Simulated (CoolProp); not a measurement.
The numbers come from the reference Helmholtz-energy equation of state, Lemmon 2005 in CoolProp. It is a short technical equation, of lower accuracy than the large ones.

**Question.** For 1-butene, give the phase and the density (kg/m³), cp (kJ/(kg K)), isothermal compressibility (1/MPa), expansivity (1/kK) at 108.45 °C and 4150 kPa; 128.95 °C and 4150 kPa; 190.45 °C and 4150 kPa.

**Answer.** 
- 108.45 °C and 4150 kPa: liquid; density 472, cp 2.93, isothermal compressibility 0.0143, expansivity 4.34
- 128.95 °C and 4150 kPa: liquid; density 421, cp 3.46, isothermal compressibility 0.0344, expansivity 7.37
- 190.45 °C and 4150 kPa: supercritical; density 87.7, cp 2.83, isothermal compressibility 0.374, expansivity 7.03
